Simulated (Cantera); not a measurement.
A perfectly stirred reactor is fed with H2 : O2 : N2 = 1 : 1.02 : 3.84 (molar parts), at 443 Torr; it is adiabatic with a 350 K inlet, and is followed from long to short residence time, starting on the burning branch (τ in s: 0.072, 0.04, 0.022, 0.013, 0.0071, 0.004, 0.0022, 0.0012, 0.00069, 0.00039, 0.00022, 0.00012, 6.8e-05).

Detailed kinetics in Cantera: the H2/O2 subset of GRI-Mech 3.0, which has no nitrogen chemistry.

One state of this run: T (K) = 1638; x H2 = 0.00108; x O2 = 0.0962; x H2O2 = 3.75e-7; x OH = 0.00306; x HO2 = 8.56e-6. x: mole fraction; the columns are a selection and need not sum to one.

Problem. Which value of τ (s) does it belong to?
A. 0.0071
B. 0.0022
C. 0.013
D. 0.00022

Solution. C, 0.013
